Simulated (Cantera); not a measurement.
Charge: 1 mol Cu2O, 15 mol CO, 0.93 mol H2, at 1750 K and 133 Pa.

These are equilibrium values from Cantera (NASA tables, ideal gas, pure condensed phases), not measurements of a reactor. Candidate condensed phases: C, C6H6, C7H8, C8H18, Cu, CuO, Cu(OH)2, Cu2O, H2O; 113 gas species. Kinetics and transport are ignored.

Base state: CO 0.789, Cu 0.111, CO2 0.0467, H2 0.0421, H2O 0.00903, H 0.00131, Cu2 8.49e-5, OH 1.64e-5 (mole fractions); condensed: gas only.

Question: What changes in the equilibrium state with this change: temperature from 1750 K to 1248 K?

Answer: 
| species | before | after |
|---|---|---|
| CO | 0.789 | 0.884 |
| CO2 | 0.0467 | 0.0574 |
| H2 | 0.0421 | 0.0530 |
| Cu | 0.111 | 3.30e-5 |
| Cu2 | 8.49e-5 | 1.60e-9 |
| OH | 1.64e-5 | 3.04e-9 |
| H | 0.00131 | 2.94e-6 |
| Cu(s), mol | 0 | 2.00 |
